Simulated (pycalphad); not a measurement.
**Effect of Cu content in Si-Cu**

Source of the numbers: pycalphad with the COST 507 light-alloy database (1999); pressure 1 atm. The data set is of 1999 and partly superseded. Amounts are mole fractions of atoms.

| alloy | liquidus (°C) | first solid | solidus (°C) | phases at 377 °C |
|---|---|---|---|---|
| Si-20.28Cu (at.%) | 1290 | DIAMOND_A4 | 801 | DIAMOND_A4 0.73, CU19SI6_ETA 0.27 |
| Si-40.55Cu (at.%) | 1144 | DIAMOND_A4 | 801 | CU19SI6_ETA 0.53, DIAMOND_A4 0.47 |
| Si-81.1Cu (at.%) | 818 | CU33SI7_DELTA | 816 | CU19SI6_ETA 0.70, FCC_A1 0.30 |

Database names, with the compositions (at.%) that they take in these runs: CU19SI6_ETA: Cu 76 Si 24; CU33SI7_DELTA: Cu 82 Si 18. FCC_A1 is fcc; DIAMOND_A4 is diamond (Si).
